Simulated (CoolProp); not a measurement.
Vapour-liquid equilibrium of cyclohexane (1) + n-octane (2) at 0.814 MPa; x and y are mole fractions of (1).

The numbers come from the multi-fluid Helmholtz-energy mixture model, Zhou 2014 and Beckmüller 2019; pair parameters Bell 2016 in CoolProp.

| x | bubble temperature (°C) | y at the bubble point | dew temperature at overall composition x (°C) | liquid density (mol/L) |
|---|---|---|---|---|
| 0.05 | 218.6 | 0.086 | 220.0 | 4.502 |
| 0.125 | 214.0 | 0.208 | 217.2 | 4.675 |
| 0.2 | 209.5 | 0.320 | 214.3 | 4.855 |
| 0.275 | 205.0 | 0.422 | 211.3 | 5.041 |
| 0.35 | 200.7 | 0.514 | 208.2 | 5.235 |
| 0.425 | 196.6 | 0.597 | 204.9 | 5.436 |
| 0.5 | 192.6 | 0.671 | 201.4 | 5.646 |
| 0.575 | 188.8 | 0.738 | 197.7 | 5.866 |
| 0.65 | 185.2 | 0.797 | 193.8 | 6.096 |
| 0.725 | 181.7 | 0.850 | 189.5 | 6.338 |
| 0.8 | 178.4 | 0.897 | 185.0 | 6.593 |
| 0.875 | 175.2 | 0.939 | 179.9 | 6.863 |
| 0.95 | 172.2 | 0.977 | 174.4 | 7.149 |

No azeotrope shows between x = 0.05 and 0.95.

Pair parameters are fitted to limited data, so mixtures are less certain than the pure fluids.
